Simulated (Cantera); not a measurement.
# Adiabatic ignition

An adiabatic, constant-volume homogeneous reactor starts with 10.2 % CO, 0.623 % H₂, 1.53 % CH₄, 9.32 % O₂, 78.3 % N₂, equivalence ratio 0.91, at 1123 K and 10.0 bar.

Cantera simulation using GRI-Mech 3.0 (53 species, 325 reactions); the numbers are that mechanism's predictions, not measurements.

```
t (s)     T (K)  P (bar)     x CO      x H₂   x CH₄     x NO   x C₂H
--------  -----  -------  -------  --------  ------  -------  ------
9.00e-6    1123     10.0    0.102   0.00623  0.0153   <1e-12  <1e-12
3.70e-5    1123     10.0    0.102   0.00623  0.0153   <1e-12  <1e-12
0.000152   1123     10.0    0.102   0.00623  0.0153   <1e-12  <1e-12
0.000624   1128     10.0    0.102   0.00615  0.0151   <1e-12  <1e-12
0.00256    2485     21.0  0.00802  0.000422  <1e-12  0.00192  <1e-12
0.0105     2476     21.0  0.00815  0.000431  <1e-12  0.00475  <1e-12
0.0433     2476     21.0  0.00816  0.000432  <1e-12  0.00495  <1e-12
0.178      2476     21.0  0.00816  0.000432  <1e-12  0.00495  <1e-12
0.730      2476     21.0  0.00816  0.000432  <1e-12  0.00495  <1e-12
3.00       2476     21.0  0.00816  0.000432  <1e-12  0.00495  <1e-12
```
x: mole fraction; the columns are a selection and need not sum to one.

time of steepest temperature rise: 1.20 ms
temperature at 3.00 s: 2476 K
equilibrium temperature: 2476 K
x(CO) at 3.00 s: 0.00816 (gas-phase equilibrium 0.00816)
x(H₂) at 3.00 s: 0.000432 (gas-phase equilibrium 0.000432)
x(CH₄) at 3.00 s: <1e-12 (gas-phase equilibrium <1e-12)
